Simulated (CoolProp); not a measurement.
Properties of o-xylene at several states.

Model: reference Helmholtz-energy equation of state, Zhou 2012, in CoolProp.

| T (K) | p (bar) | phase | cv (kJ/(kg K)) | viscosity (µPa s) |
|---|---|---|---|---|
| 497 | 1.15 | gas | 1.883 | 10.8 |
| 411.6 | 19 | liquid | 1.727 | 263 |
| 560.1 | 1.1 | gas | 2.057 | 12.1 |
| 598.9 | 8.82 | gas | 2.194 | 13.3 |
| 598.1 | 1.75 | gas | 2.156 | 13.0 |

Viscosity comes from a separate model (Cao 2016).
